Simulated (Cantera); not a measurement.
An adiabatic, constant-pressure homogeneous reactor starts with CH4 : C2H6 : O2 : N2 = 1 : 0.083 : 2.55 : 12.5 (molar parts), at 1723 K and 1.00 bar. Integrator tolerance rtol = 1e-08.

Detailed kinetics in Cantera: GRI-Mech 3.0 (53 species, 325 reactions).

Problem. What does this change do: 1.2 parts H2O added?

Solution. 
| quantity | before | after |
|---|---|---|
| time of steepest temperature rise | 70.2 µs | 73.4 µs |
| temperature at 3.00 s | 2701 K | 2636 K |
| equilibrium temperature | 2701 K | 2636 K |
| x(CH4) at 3.00 s | <1e-12 (gas-phase equilibrium <1e-12) | <1e-12 (gas-phase equilibrium <1e-12) |
| x(C2H6) at 3.00 s | <1e-12 (gas-phase equilibrium <1e-12) | <1e-12 (gas-phase equilibrium <1e-12) |
| x(O2) at 3.00 s | 0.0240 (gas-phase equilibrium 0.0240) | 0.0223 (gas-phase equilibrium 0.0223) |
| x(NO) at 3.00 s | 0.0105 (gas-phase equilibrium 0.0105) | 0.00887 (gas-phase equilibrium 0.00887) |
| x(CH2CO) at 3.00 s | <1e-12 (gas-phase equilibrium <1e-12) | <1e-12 (gas-phase equilibrium <1e-12) |

Problem. What does this change do: O2 2.55 to 1.6 parts?

Solution. 
```json
[
 {"quantity": "time of steepest temperature rise", "before": "70.2 µs", "after": "0.112 ms"},
 {"quantity": "temperature at 3.00 s", "before": "2701 K", "after": "2552 K"},
 {"quantity": "equilibrium temperature", "before": "2701 K", "after": "2552 K"},
 {"quantity": "x(CH4) at 3.00 s", "before": "<1e-12 (gas-phase equilibrium <1e-12)", "after": "<1e-12 (gas-phase equilibrium <1e-12)"},
 {"quantity": "x(C2H6) at 3.00 s", "before": "<1e-12 (gas-phase equilibrium <1e-12)", "after": "<1e-12 (gas-phase equilibrium <1e-12)"},
 {"quantity": "x(O2) at 3.00 s", "before": "0.0240 (gas-phase equilibrium 0.0240)", "after": "0.000432 (gas-phase equilibrium 0.000432)"},
 {"quantity": "x(NO) at 3.00 s", "before": "0.0105 (gas-phase equilibrium 0.0105)", "after": "0.00114 (gas-phase equilibrium 0.00114)"},
 {"quantity": "x(CH2CO) at 3.00 s", "before": "<1e-12 (gas-phase equilibrium <1e-12)", "after": "<1e-12 (gas-phase equilibrium <1e-12)"}
]
```
